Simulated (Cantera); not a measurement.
A closed system holds: 1 mol TEOS, 4.5 mol H2O, 3.3 mol N2, held at 100 Torr.

These are equilibrium values from Cantera (NASA tables, ideal gas, pure condensed phases), not measurements of a reactor. Candidate condensed phases: C, C6H6, C7H8, C8H18, H2O, Si, SiC, SiO2, Si2N2O, Si3N4; 151 gas species. The feed counts by its element totals alone. N2 is the only nitrogen source here; it is nearly inert below about 1500 K, so the nitride shown seldom forms there in practice. Mutual solubility and eutectic melting of coexisting phases are not modelled. The tables hold silica as quartz up to 1696 K and as liquid above; real silica turns to tridymite and cristobalite and melts near 1996 K. Rates play no part.

Task: Which condensed phases are stable at each of these points (T (K)): 948, 998, 1048, 1098, 1148, 1198, 1248, 1298, 1348, 1398, 1448, 1498, 1548, 1598?

Result: 
```
T (K)                          condensed phases  Si condensed (%)
-----  ----------------------------------------  ----------------
948                C(graphite) + SiO2(β-quartz)             100.0
998                C(graphite) + SiO2(β-quartz)             100.0
1048               C(graphite) + SiO2(β-quartz)             100.0
1098               C(graphite) + SiO2(β-quartz)             100.0
1148               C(graphite) + SiO2(β-quartz)             100.0
1198               C(graphite) + SiO2(β-quartz)             100.0
1248               C(graphite) + SiO2(β-quartz)             100.0
1298               C(graphite) + SiO2(β-quartz)             100.0
1348               C(graphite) + SiO2(β-quartz)             100.0
1398   C(graphite) + SiO2(β-quartz) + Si2N2O(s)             100.0
1448                 SiO2(β-quartz) + Si2N2O(s)             100.0
1498                                  Si2N2O(s)              99.8
1548                                  Si2N2O(s)              99.5
1598                                  Si2N2O(s)              98.8
```

From 948 K to 1348 K the condensed part is C(graphite) + SiO2(β-quartz). At 1398 K the condensed part is C(graphite) + SiO2(β-quartz) + Si2N2O(s). At 1448 K the condensed part is SiO2(β-quartz) + Si2N2O(s). From 1498 K to 1598 K the condensed part is Si2N2O(s).
